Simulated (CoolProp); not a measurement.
Vapour-liquid equilibrium of R13 (1) + R113 (2) at -4.55 °C; x and y are mole fractions of (1).

The numbers come from the multi-fluid Helmholtz-energy mixture model, Platzer 1990 and Marx 1992; pair parameters Bell 2016 in CoolProp. This equation is an older, rougher fit; its heat capacities, sound speeds and derivatives of the liquid may be far off and weren't checked against measurements.

Q: Give the bubble pressure and the first vapour's composition at x = 0.35, 0.5, 0.95. Is there an azeotrope?

A: x = 0.35: 0.6883 MPa, y = 0.983; x = 0.5: 0.9225 MPa, y = 0.988; x = 0.95: 1.634 MPa, y = 0.998. No azeotrope shows between x = 0.05 and 0.95.

Pair parameters are fitted to limited data, so mixtures are less certain than the pure fluids. The gap from Raoult's law changes sign with composition, which may be real or a fault of the pair parameters; it wasn't checked against measurements.
